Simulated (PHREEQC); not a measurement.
1 kg of water holding 0.033 mol Na2CO3 and 0.62 mol NaOH is evaporated at 25 °C; the solids stay in contact with the brine. No CO2 enters from the air. Solids allowed: Nahcolite, Natron, Trona. Others were left out.

Computed with PHREEQC (Pitzer model, pitzer.dat).

| water left (kg) | ionic strength | water activity | Na in solution (mol/kgw) | C in solution (mol/kgw) | pH |
|---|---|---|---|---|---|
| 1 | 0.719 | 0.978 | 0.686 | 0.0330 | 13.63 |
| 0.8219 | 0.875 | 0.973 | 0.835 | 0.0402 | 13.71 |
| 0.6755 | 1.06 | 0.967 | 1.02 | 0.0489 | 13.80 |
| 0.5552 | 1.30 | 0.960 | 1.24 | 0.0594 | 13.90 |
| 0.4563 | 1.58 | 0.951 | 1.50 | 0.0723 | 14.00 |
| 0.375 | 1.92 | 0.939 | 1.83 | 0.0880 | 14.10 |
| 0.3082 | 2.33 | 0.924 | 2.23 | 0.107 | 14.22 |
| 0.2533 | 2.84 | 0.905 | 2.71 | 0.130 | 14.34 |
| 0.2082 | 3.45 | 0.880 | 3.29 | 0.158 | 14.48 |
| 0.1711 | 4.20 | 0.848 | 4.01 | 0.193 | 14.65 |
| 0.1407 | 5.11 | 0.806 | 4.88 | 0.235 | 14.83 |
| 0.1156 | 6.22 | 0.750 | 5.93 | 0.285 | 15.06 |
| 0.09502 | 7.57 | 0.677 | 7.22 | 0.347 | 15.33 |
| 0.07809 | 9.21 | 0.583 | 8.79 | 0.423 | 15.67 |
| 0.06418 | 11.2 | 0.466 | 10.7 | 0.514 | 16.11 |
| 0.05275 | 13.6 | 0.331 | 13.0 | 0.626 | 16.68 |
| 0.04335 | 16.6 | 0.195 | 15.8 | 0.761 | 17.45 |

Species that the database lacks are ignored.
